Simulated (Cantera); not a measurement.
Charge: 1 mol SiH₄, 2.8 mol N₂O, 6.7 mol N₂, equilibrated at 13.0 Pa.

Equilibrium computed with Cantera from the NASA thermochemical tables; the gas is ideal and each condensed phase is pure. Candidate condensed phases: H₂O, Si, SiO₂, Si₂N₂O, Si₃N₄; 35 gas species. The numbers say what is thermodynamically allowed, not how fast it happens. All values below are at 1050 K.

Base state: N₂ 0.826, H₂ 0.104, H₂O 0.0696 (mole fractions); condensed: SiO₂(β-quartz).

Question: What changes in the equilibrium state with this change: N₂O from 2.8 to 9.2 mol?

Answer: 
```csv
species,before,after
N₂,0.826,0.776
O₂,<1e-9,0.127
H₂O,0.0696,0.0976
H₂,0.104,8.69e-9
NO,<1e-9,4.07e-5
"SiO₂(β-quartz), mol",1.00,1.00
```
